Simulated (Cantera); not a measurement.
An isothermal, constant-pressure homogeneous reactor starts with 0.310 % CH4, 96.9 % H2, 2.81 % CO2, at 2673 K and 0.0178 atm.

Cantera simulation using GRI-Mech 3.0 (53 species, 325 reactions); the numbers are that mechanism's predictions, not measurements. Radical loss at walls, strong at low pressure, is not modelled.

x: mole fraction; the columns are a selection and need not sum to one.

```json
[
 {"t (s)": "0.000100", "x CH4": "0.00298", "x H2": "0.967", "x CO2": "0.0279", "x O": "1.48e-8", "x C2H2": "2.99e-8"},
 {"t (s)": "0.000315", "x CH4": "0.00282", "x H2": "0.962", "x CO2": "0.0261", "x O": "4.42e-8", "x C2H2": "7.63e-7"},
 {"t (s)": "0.000990", "x CH4": "0.00238", "x H2": "0.942", "x CO2": "0.0140", "x O": "5.68e-7", "x C2H2": "2.11e-5"},
 {"t (s)": "0.00312", "x CH4": "___", "x H2": "0.910", "x CO2": "___", "x O": "___", "x C2H2": "___"},
 {"t (s)": "0.00981", "x CH4": "0.000149", "x H2": "0.891", "x CO2": "0.000121", "x O": "1.46e-5", "x C2H2": "0.000474"},
 {"t (s)": "0.0309", "x CH4": "___", "x H2": "0.863", "x CO2": "0.000119", "x O": "___", "x C2H2": "___"},
 {"t (s)": "0.0972", "x CH4": "7.49e-12", "x H2": "0.794", "x CO2": "0.000116", "x O": "0.000131", "x C2H2": "<1e-12"},
 {"t (s)": "0.306", "x CH4": "<1e-12", "x H2": "0.688", "x CO2": "0.000112", "x O": "0.000449", "x C2H2": "<1e-12"},
 {"t (s)": "0.962", "x CH4": "<1e-12", "x H2": "0.645", "x CO2": "0.000110", "x O": "0.000655", "x C2H2": "<1e-12"},
 {"t (s)": "3.03", "x CH4": "<1e-12", "x H2": "0.644", "x CO2": "0.000110", "x O": "0.000660", "x C2H2": "<1e-12"},
 {"t (s)": "9.53", "x CH4": "<1e-12", "x H2": "0.644", "x CO2": "0.000110", "x O": "0.000660", "x C2H2": "<1e-12"},
 {"t (s)": "30.0", "x CH4": "<1e-12", "x H2": "0.644", "x CO2": "0.000110", "x O": "0.000660", "x C2H2": "<1e-12"}
]
```

Problem. Some entries are withheld; supply them.

Solution. 
- 0.00312, x CH4: 0.00119
- 0.00312, x CO2: 0.000194
- 0.00312, x O: 5.54e-6
- 0.00312, x C2H2: 0.000358
- 0.0309, x CH4: 1.02e-6
- 0.0309, x O: 3.49e-5
- 0.0309, x C2H2: 4.17e-6
